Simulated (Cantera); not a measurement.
Hydrogen reduction and annealing atmospheres: PbO + H2 + N2

A closed system holds: 1 mol PbO, 300 mol H2, 8.2 mol N2, held at 10.0 mbar.

Method: chemical equilibrium by Gibbs-energy minimisation in Cantera with the NASA 1993 tables (ideal gas, pure condensed phases). Candidate condensed phases: H2O, Pb, PbO, PbO2, Pb3O4; 27 gas species. Kinetics and transport are ignored.

```
T (K)   x H2    x N2    x H2O      x Pb       x H    x NH3      x OH     x PbO  n Pb(l)
-----  -----  ------  -------  --------  --------  -------  --------  --------  -------
725    0.970  0.0266  0.00324   3.37e-7    <1e-12  1.07e-5    <1e-12    <1e-12    1.000
825    0.970  0.0266  0.00324   1.43e-5  7.81e-11  3.65e-6    <1e-12    <1e-12    0.996
925    0.970  0.0266  0.00324  0.000267   2.56e-9  1.55e-6    <1e-12    <1e-12    0.918
1025   0.967  0.0265  0.00324   0.00278   4.29e-8  7.67e-7    <1e-12  3.69e-11    0.140
1125   0.967  0.0265  0.00323   0.00323   4.37e-7  4.30e-7  7.61e-12  1.54e-10        0
1225   0.967  0.0265  0.00323   0.00323   3.06e-6  2.64e-7  9.33e-11  4.49e-10        0
1325   0.967  0.0265  0.00323   0.00323   1.61e-5  1.74e-7  7.85e-10   1.12e-9        0
1425   0.967  0.0265  0.00323   0.00323   6.71e-5  1.22e-7   4.91e-9   2.46e-9        0
1525   0.967  0.0265  0.00323   0.00323  0.000233  8.90e-8   2.41e-8   4.87e-9        0
1625   0.966  0.0265  0.00323   0.00323  0.000694  6.77e-8   9.77e-8   8.87e-9        0
1725   0.965  0.0265  0.00323   0.00323   0.00182  5.30e-8   3.36e-7   1.51e-8        0
```
x: gas mole fraction; n: condensed amount in mol.

From 725 K to 1025 K the condensed part is Pb(l). From 1125 K to 1725 K nothing is condensed. The main Pb-bearing gas is Pb throughout.
